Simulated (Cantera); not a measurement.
A closed system holds: 1 mol Si3N4, 0.015 mol H2O, 890 mol H2, at 2198 K.

These are equilibrium values from Cantera (NASA tables, ideal gas, pure condensed phases), not measurements of a reactor. Candidate condensed phases: H2O, Si, SiO2, Si2N2O, Si3N4; 35 gas species. Gases not in the tables: Si2H6 and higher silanes. Equilibrium is a limit: real reactors are often held back by kinetics, nucleation or transport.

Question: What share of the Si ends up in condensed phases as a function of P (Pa), at 0.100, 2.50, 63, 1600, 40000, 1000000?

Answer: 
```tsv
P (Pa)	Si condensed (%)	as
0.100	0.0	-
2.50	0.0	-
63	0.0	-
1600	0.0	-
40000	54.6	Si(l)
1000000	87.7	Si(l)
```
